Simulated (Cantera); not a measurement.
A perfectly stirred reactor is fed with 5.62 % CH4, 4.33 % C2H6, 1.07 % C3H8, 18.7 % O2, 70.3 % N2, equivalence ratio 1.7, at 760 Torr; it is adiabatic with a 750 K inlet, and is followed from long to short residence time, starting on the burning branch (τ in s: 0.26, 0.086, 0.028, 0.0091, 0.003, 0.00096, 0.00031, 0.0001, 3.3e-05, 1.1e-05, 3.5e-06).

Model: GRI-Mech 3.0 (53 species, 325 reactions), integrated in Cantera.

x: mole fraction; the columns are a selection and need not sum to one.

```json
[
 {"τ (s)": "0.26", "T (K)": "2128", "x CH4": "9.35e-5", "x C2H6": "1.34e-7", "x C3H8": "2.59e-8", "x CH3": "2.79e-5", "x HO2": "5.14e-9", "x C2H2": "4.74e-5", "x CO": "0.119"},
 {"τ (s)": "0.086", "T (K)": "2126", "x CH4": "0.000201", "x C2H6": "3.91e-7", "x C3H8": "7.34e-8", "x CH3": "6.77e-5", "x HO2": "1.28e-8", "x C2H2": "0.000128", "x CO": "0.118"},
 {"τ (s)": "0.028", "T (K)": "2124", "x CH4": "0.000408", "x C2H6": "1.16e-6", "x C3H8": "2.09e-7", "x CH3": "0.000158", "x HO2": "3.44e-8", "x C2H2": "0.000343", "x CO": "0.118"},
 {"τ (s)": "0.0091", "T (K)": "2120", "x CH4": "…", "x C2H6": "…", "x C3H8": "…", "x CH3": "…", "x HO2": "…", "x C2H2": "…", "x CO": "0.116"},
 {"τ (s)": "0.0030", "T (K)": "2112", "x CH4": "0.00119", "x C2H6": "9.84e-6", "x C3H8": "1.61e-6", "x CH3": "0.000649", "x HO2": "2.70e-7", "x C2H2": "0.00170", "x CO": "0.113"},
 {"τ (s)": "0.00096", "T (K)": "2094", "x CH4": "0.00192", "x C2H6": "3.02e-5", "x C3H8": "4.70e-6", "x CH3": "0.00122", "x HO2": "8.75e-7", "x C2H2": "0.00306", "x CO": "0.110"},
 {"τ (s)": "0.00031", "T (K)": "2041", "x CH4": "0.00347", "x C2H6": "0.000109", "x C3H8": "1.58e-5", "x CH3": "0.00230", "x HO2": "3.69e-6", "x C2H2": "0.00492", "x CO": "0.106"},
 {"τ (s)": "0.00010", "T (K)": "750", "x CH4": "0.0562", "x C2H6": "0.0433", "x C3H8": "0.0107", "x CH3": "<1e-12", "x HO2": "<1e-12", "x C2H2": "<1e-12", "x CO": "<1e-12"},
 {"τ (s)": "3.3e-5", "T (K)": "750", "x CH4": "0.0562", "x C2H6": "0.0433", "x C3H8": "0.0107", "x CH3": "<1e-12", "x HO2": "<1e-12", "x C2H2": "<1e-12", "x CO": "<1e-12"},
 {"τ (s)": "1.1e-5", "T (K)": "750", "x CH4": "0.0562", "x C2H6": "0.0433", "x C3H8": "0.0107", "x CH3": "<1e-12", "x HO2": "<1e-12", "x C2H2": "<1e-12", "x CO": "<1e-12"},
 {"τ (s)": "3.5e-6", "T (K)": "750", "x CH4": "0.0562", "x C2H6": "0.0433", "x C3H8": "0.0107", "x CH3": "<1e-12", "x HO2": "<1e-12", "x C2H2": "<1e-12", "x CO": "<1e-12"}
]
```

Problem. Complete the blanks.

Solution. 
- 0.0091, x CH4: 0.000736
- 0.0091, x C2H6: 3.42e-6
- 0.0091, x C3H8: 5.87e-7
- 0.0091, x CH3: 0.000335
- 0.0091, x HO2: 9.53e-8
- 0.0091, x C2H2: 0.000831
